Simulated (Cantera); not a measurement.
A freely propagating, adiabatic, planar premixed flame of 53.2 % H2, 9.84 % O2, 37.0 % N2, equivalence ratio 2.7, unburnt at 675 K and 3750 Torr; multicomponent transport, grid criteria slope 0.08 and curve 0.16, no radiation.

Detailed kinetics in Cantera: the H2/O2 subset of GRI-Mech 3.0, which has no nitrogen chemistry. The hydrogen kinetics of GRI-Mech 3.0 are dated; newer H2 mechanisms differ, most at raised pressure. Burning velocities carry a grid error of a few per cent, more on coarse grids.

Predict: laminar burning velocity; thermal thickness; peak x(HO2); peak x(H); peak x(O).


```
Property                     Result
------------------------  ---------
laminar burning velocity  1010 cm/s
thermal thickness         0.0653 mm
peak x(HO2)                0.000652
peak x(H)                    0.0524
peak x(O)                   0.00146
```
